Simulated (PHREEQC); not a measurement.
Make-up at 25 °C: 89 mmol/kgw CuSO4, 4 mmol/kgw HBF4 and 1.5 mmol/kgw NaCl. Closed to the air; pH follows from the charge balance.

The numbers come from PHREEQC with the ion-association model, phreeqc.dat.

Precipitation was switched off in this run.

Question: Order these F species by the share of F that they hold, largest first: BF4-, CuF+, BF3OH-, HF, F-.

Answer: BF4- (62 %), HF (17 %), F- (10 %), BF3OH- (5.8 %), CuF+ (2.8 %)

The pH is 2.77 and the ionic strength 0.191 mol/kgw. Species that the database lacks are ignored. Real BF4- forms and hydrolyses slowly; the run takes it at equilibrium.
